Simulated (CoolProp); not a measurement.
The numbers come from the reference Helmholtz-energy equation of state, de Reuck 1993 in CoolProp.

Problem. Give the vapour pressure (kPa), vapour density (kg/m³), liquid cp (kJ/(kg K)), surface tension (mN/m) of saturated methanol at 396 K.

Solution. 
```tsv
T (K)	p (kPa)	vapour density (kg/m³)	liquid cp (kJ/(kg K))	surface tension (mN/m)
396	694	7.83	3.44	13.3
```

Surface tension comes from a separate correlation (Mulero 2012).
